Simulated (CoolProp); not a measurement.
Vapour-liquid equilibrium of toluene (1) + n-nonane (2) at 490.6 K; x and y are mole fractions of (1).

Computed with CoolProp (multi-fluid Helmholtz-energy mixture model, Lemmon 2006 and Lemmon 2006; pair parameters Bell 2016).

```tsv
x	bubble pressure, mixture model (bar)	bubble pressure, Raoult's law (bar)	y, mixture model	y, Raoult's law
0.05	___	4.764	0.102	0.106
0.2	5.770	5.607	___	0.361
0.35	___	6.451	0.521	0.548
0.5	7.561	7.295	___	0.693
0.65	8.374	8.139	___	0.807
0.8	9.140	8.983	___	0.900
0.95	___	9.827	___	0.977
```

**Question.** Fill in the missing entries.

**Answer.** 
- 0.05, bubble pressure, mixture model (bar): 4.806
- 0.2, y, mixture model: 0.344
- 0.35, bubble pressure, mixture model (bar): 6.694
- 0.5, y, mixture model: 0.657
- 0.65, y, mixture model: 0.771
- 0.8, y, mixture model: 0.872
- 0.95, bubble pressure, mixture model (bar): 9.871
- 0.95, y, mixture model: 0.968

The largest gap from Raoult's law is +3.8 % in bubble pressure, at x = 0.35. No azeotrope shows between x = 0.05 and 0.95.

Pair parameters are fitted to limited data, so mixtures are less certain than the pure fluids.
